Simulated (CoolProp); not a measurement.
Properties of R507A along the isobar 1.01 bar (Tc = 343.8 K, pc = 37.05 bar, ω = 0.286).

The numbers come from the reference Helmholtz-energy equation of state, Lemmon 2003 in CoolProp. It is a pseudo-pure fit of the blend.

| T (K) | phase | speed of sound (m/s) | expansivity (1/kK) | viscosity (µPa s) | fugacity coefficient |
|---|---|---|---|---|---|
| 279.1 | gas | 159.1 | 3.867 | 11.4 | 0.9793 |
| 296 | gas | 164.0 | 3.589 | 12.1 | 0.9833 |
| 312.9 | gas | 168.7 | 3.357 | ? | 0.9863 |
| 329.8 | gas | 173.2 | 3.157 | 13.5 | 0.9886 |
| 346.8 | gas | 177.6 | 2.983 | 14.2 | 0.9904 |
| 363.7 | gas | ? | 2.830 | ? | 0.9919 |
| 380.6 | gas | 185.9 | 2.693 | 15.5 | 0.9931 |
| 397.6 | gas | 190.0 | 2.570 | 16.2 | 0.9941 |
| 414.5 | gas | ? | 2.458 | 16.8 | 0.9949 |

Question: What belongs in the gaps?

Answer: 
- 312.9, viscosity (µPa s): 12.8
- 363.7, speed of sound (m/s): 181.8
- 363.7, viscosity (µPa s): 14.9
- 414.5, speed of sound (m/s): 193.9

Viscosity comes from a separate model (Geller 2000).
